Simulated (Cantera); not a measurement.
**Reactions in the system H-O-Ti**

Standard-state values (1 bar) from the NASA 1993 polynomials, evaluated with Cantera. Values are per mole of reaction as written; species without (g) are pure solids or liquids, kept so even where they would boil at 1 bar.

Ti + 5 Ti4O7 = 7 Ti3O5

| T (K) | ΔH° (kJ) | ΔS° (J/K) | ΔG° (kJ) | log10 K | condensed phases |
|---|---|---|---|---|---|
| 1098 | -125.9 | 58.9 | -190.5 | 9.06 | Ti(α), Ti4O7(s), Ti3O5(s) |
| 1198 | -131.5 | 54.0 | -196.2 | 8.55 | Ti(β), Ti4O7(s), Ti3O5(s) |
| 1298 | -130.4 | 54.9 | -201.6 | 8.11 | Ti(β), Ti4O7(s), Ti3O5(s) |
| 1398 | -127.2 | 57.2 | -207.2 | 7.74 | Ti(β), Ti4O7(s), Ti3O5(s) |
| 1498 | -121.7 | 61.0 | -213.1 | 7.43 | Ti(β), Ti4O7(s), Ti3O5(s) |
| 1598 | -114.0 | 66.0 | -219.4 | 7.17 | Ti(β), Ti4O7(s), Ti3O5(s) |
| 1698 | -103.9 | 72.1 | -226.3 | 6.96 | Ti(β), Ti4O7(s), Ti3O5(s) |
| 1798 | -91.4 | 79.2 | -233.9 | 6.79 | Ti(β), Ti4O7(s), Ti3O5(s) |
| 1898 | -76.5 | 87.3 | -242.2 | 6.66 | Ti(β), Ti4O7(s), Ti3O5(s) |
| 1998 | -1216.0 | -497.0 | -223.0 | 5.83 | Ti(l), Ti4O7(l), Ti3O5(s) |

3 TiO(g) + H2O2(g) = Ti3O5 + 2 H(g)

```
T (K)  ΔH° (kJ)  ΔS° (J/K)  ΔG° (kJ)  log10 K
-----  --------  ---------  --------  -------
1098    -1979.7     -454.4   -1480.7    70.44
1198    -1971.7     -447.5   -1435.6    62.59
1298    -1963.4     -440.9   -1391.2    55.98
1398    -1954.8     -434.5   -1347.4    50.34
1498    -1945.8     -428.3   -1304.3    45.48
1598    -1936.5     -422.2   -1261.8    41.24
1698    -1926.8     -416.3   -1219.8    37.52
1798    -1916.7     -410.6   -1178.5    34.24
1898    -1906.2     -404.9   -1137.7    31.31
1998    -1895.3     -399.3   -1097.5    28.69
```

Ti + 2 OH(g) = TiO2 + 2 H(g)

```
T (K)  ΔH° (kJ)  ΔS° (J/K)  ΔG° (kJ)  log10 K     condensed phases
-----  --------  ---------  --------  -------  -------------------
1098     -569.9      -90.9    -470.1    22.36  Ti(α), TiO2(rutile)
1198     -571.9      -92.6    -460.9    20.10  Ti(β), TiO2(rutile)
1298     -569.4      -90.6    -451.8    18.18  Ti(β), TiO2(rutile)
1398     -567.1      -88.9    -442.8    16.55  Ti(β), TiO2(rutile)
1498     -565.0      -87.4    -434.0    15.13  Ti(β), TiO2(rutile)
1598     -563.1      -86.2    -425.3    13.90  Ti(β), TiO2(rutile)
1698     -561.4      -85.2    -416.8    12.82  Ti(β), TiO2(rutile)
1798     -559.9      -84.3    -408.3    11.86  Ti(β), TiO2(rutile)
1898     -558.6      -83.6    -399.9    11.01  Ti(β), TiO2(rutile)
1998     -572.5      -90.7    -391.1    10.23  Ti(l), TiO2(rutile)
```
